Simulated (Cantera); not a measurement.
A Cantera script and its output.

```python
import numpy as np
import cantera as ct

gas = ct.Solution("h2o2.yaml")
gas.TPX = 350, 330000, {'H2': 1, 'O2': 0.769, 'N2': 2.89}
flame = ct.FreeFlame(gas, width=0.017)
flame.set_refine_criteria(ratio=3, slope=0.08, curve=0.16)
flame.transport_model = "unity-Lewis-number"
flame.solve(loglevel=0, auto=True)
z, T = flame.grid, flame.T
thick = (T[-1] - T[0]) / np.gradient(T, z).max()
show = ['H2', 'O2', 'OH', 'O', 'HO2', 'H2O']
print(f"laminar burning velocity  {flame.velocity[0] * 100:.3f} cm/s")
print(f"burnt temperature         {T[-1]:.1f} K")
print(f"thermal thickness         {thick * 1e3:.4f} mm")
print(f"grid points               {len(z)}")
z0 = z[flame.heat_release_rate.argmax()]
print(f"{'z/mm':>9s}{'T/K':>9s}{'u/(m/s)':>9s}" + "".join(f"{s:>11s}" for s in show))
rows = []
for k in (-3, -2, -1.5, -1, -0.5, -0.25, 0, 0.25, 0.5, 1, 2, 4, 8):
    zz = z0 + k * thick
    rows.append([k * thick, np.interp(zz, z, T), np.interp(zz, z, flame.velocity),
                 *(np.interp(zz, z, flame.X[gas.species_index(s)]) for s in show)])
    print(f"{rows[-1][0] * 1e3:9.3f}{rows[-1][1]:9.1f}{rows[-1][2]:9.3f}" + "".join(f"{x:11.3e}" for x in rows[-1][3:]))
```

Result:

```
laminar burning velocity  132.212 cm/s
burnt temperature         1976.2 K
thermal thickness         0.0729 mm
grid points               111
     z/mm      T/K  u/(m/s)         H2         O2         OH          O        HO2        H2O
   -0.219    350.2    1.323  2.146e-01  1.650e-01  8.535e-12  1.169e-09  1.963e-07  2.230e-05
   -0.146    351.5    1.327  2.145e-01  1.650e-01  2.391e-10  1.003e-08  1.557e-06  1.762e-04
   -0.109    354.6    1.339  2.141e-01  1.648e-01  2.137e-09  3.650e-08  5.055e-06  5.643e-04
   -0.073    380.0    1.433  2.114e-01  1.635e-01  9.372e-08  4.191e-07  3.522e-05  3.643e-03
   -0.036    618.9    2.299  1.846e-01  1.506e-01  3.368e-05  3.288e-05  4.040e-04  3.343e-02
   -0.018    967.2    3.512  1.402e-01  1.297e-01  6.502e-04  4.564e-04  5.031e-04  8.167e-02
    0.000   1345.5    4.761  7.553e-02  9.922e-02  3.281e-03  3.028e-03  2.602e-04  1.471e-01
    0.018   1586.5    5.516  3.103e-02  7.636e-02  7.499e-03  6.204e-03  1.505e-04  1.920e-01
    0.036   1713.9    5.900  1.547e-02  6.770e-02  9.530e-03  6.551e-03  1.024e-04  2.105e-01
    0.073   1830.8    6.245  7.631e-03  6.423e-02  9.301e-03  4.366e-03  6.025e-05  2.233e-01
    0.146   1909.8    6.475  3.438e-03  6.358e-02  7.029e-03  1.972e-03  2.871e-05  2.316e-01
    0.292   1950.5    6.592  1.261e-03  6.372e-02  4.520e-03  7.194e-04  1.134e-05  2.362e-01
    0.583   1967.6    6.642  4.416e-04  6.402e-02  2.778e-03  2.575e-04  4.648e-06  2.383e-01
```

Detailed kinetics in Cantera: the H2/O2 subset of GRI-Mech 3.0, which has no nitrogen chemistry. The hydrogen kinetics of GRI-Mech 3.0 are dated; newer H2 mechanisms differ, most at raised pressure. Unity Lewis numbers drop preferential diffusion, which matters most where H2 and H carry the flame. Burning velocities carry a grid error of a few per cent, more on coarse grids. Lean hydrogen flames are cellular in practice and burn faster than this planar one.
